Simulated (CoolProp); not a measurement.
R407C along the isotherm 500 K: fugacity coefficient from the reference equation and from simpler models built on Tc = 359.3 K, pc = 4.632 MPa, ω = 0.363; each cubic takes its own stable root.

Values from CoolProp's reference Helmholtz-energy equation of state, Lemmon 2003. It is a pseudo-pure fit of the blend.

| p (MPa) | phase | reference | van der Waals | Redlich-Kwong | Soave-Redlich-Kwong | Peng-Robinson |
|---|---|---|---|---|---|---|
| 2.57 | gas | 0.9439 | 0.9302 | 0.9331 | 0.9551 | 0.9422 |
| 5.15 | supercritical | 0.8915 | 0.8629 | 0.8711 | 0.9144 | 0.8909 |
| 7.72 | supercritical | 0.8438 | 0.7993 | 0.8150 | 0.8785 | 0.8464 |
| 10.3 | supercritical | 0.8008 | 0.7411 | 0.7652 | 0.8474 | 0.8083 |
| 12.9 | supercritical | 0.7630 | 0.6920 | 0.7227 | 0.8212 | 0.7762 |
| 15.4 | supercritical | 0.7322 | 0.6557 | 0.6891 | 0.8007 | 0.7509 |
| 18 | supercritical | 0.7056 | 0.6281 | 0.6614 | 0.7840 | 0.7297 |
| 20.6 | supercritical | 0.6842 | 0.6088 | 0.6399 | 0.7715 | 0.7130 |
| 23.2 | supercritical | 0.6673 | 0.5958 | 0.6235 | 0.7628 | 0.7001 |
